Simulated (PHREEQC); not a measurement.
Dissolve 0.0029 mol Ag2SO4, 0.025 mol KNO3 and 0.0077 mol Zn(NO3)2 per kg of water at 20 °C. Closed to the air; pH follows from the charge balance.

The numbers come from PHREEQC with the ion-association model, wateq4f.dat.

Precipitation was switched off in this run.

**Question.** Predict the pH.

**Answer.** pH 5.81.

**Question.** In which forms is Zn present?

**Answer.** Zn+2 91 %, ZnSO4 8.7 % of the Zn.

Complexes and solids missing from the database can't appear.
